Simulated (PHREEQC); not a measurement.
# Acid mine or pickling water: an equilibrium model

Model water analysis in mg/L, 55 °C, pH 4.06, pe 9.4: Na 615; K 17.8; Ca 200; Mg 135; Cl 480; S(6) as SO4 1660; Zn 8.81; B 7.3; Al 0.87.

Valence states are taken as typed.

Equilibrium calculation in PHREEQC: ion-association model, phreeqc.dat.

This is a speciation only: nothing precipitates in the calculation.

Q: Estimate the ionic strength, charge-balance error.

A: ionic strength 0.0566 mol/kgw; charge-balance error 1.0 %.

Q: In which forms is Ca present?

A: Ca+2 68 %, CaSO4 32 % of the Ca.

Species that the database lacks are ignored. Constants without temperature data keep their 25 °C values here.
